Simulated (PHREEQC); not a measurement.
A solution holds 0.012 mol H2SO4, 4.5e-05 mol NiSO4 and 0.29 mol Na2SO4 per kg of water, at 25 °C. Closed to the air; pH follows from the charge balance.

Computed with PHREEQC (ion-association model, wateq4f.dat).

| quantity | before | after |
|---|---|---|
| pH | 2.44 | 2.26 |
| ionic strength (mol/kgw) | 0.688 | 0.689 |
| SO4-2 (mol/kgw) | 0.193 | 0.191 |

Problem. Which change was made?
A) H2SO4 from 0.012 to 0.018 mol/kgw
B) NiSO4 replaced by ZnSO4 at the same molality
C) Na2SO4 left out
D) NiSO4 from 4.5e-05 to 9e-05 mol/kgw

Solution. A, H2SO4 from 0.012 to 0.018 mol/kgw

This is a speciation only: nothing precipitates in the calculation.
